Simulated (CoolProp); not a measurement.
Methanol along the isobar 7.56 MPa: density (kg/m³) from the reference equation and from simpler models built on Tc = 240.2 °C, pc = 8.216 MPa, ω = 0.565; each cubic takes its own stable root.

Values from CoolProp's reference Helmholtz-energy equation of state, de Reuck 1993.

```tsv
T (°C)	phase	reference
168.05	liquid	634.4
179.45	liquid	614.7
190.75	liquid	592.6
202.05	liquid	566.7
213.35	liquid	534.8
224.75	liquid	489.8
247.35	gas	101.1
258.75	gas	86.70
270.05	gas	78.30
281.35	gas	72.54
292.75	gas	68.19
304.05	gas	64.77
315.35	gas	61.95
```

**Question.** How far does each simpler model (Redlich-Kwong, Soave-Redlich-Kwong, Peng-Robinson) lie from the reference over these 13 states: mean and median of the absolute difference, and the worst?

**Answer.** 
- Redlich-Kwong: mean 18.4 %, median 4.5 %, worst -39.0 % at 224.75 °C and 7.56 MPa
- Soave-Redlich-Kwong: mean 15.3 %, median 6.8 %, worst -33.8 % at 224.75 °C and 7.56 MPa
- Peng-Robinson: mean 10.5 %, median 2.1 %, worst -25.8 % at 224.75 °C and 7.56 MPa
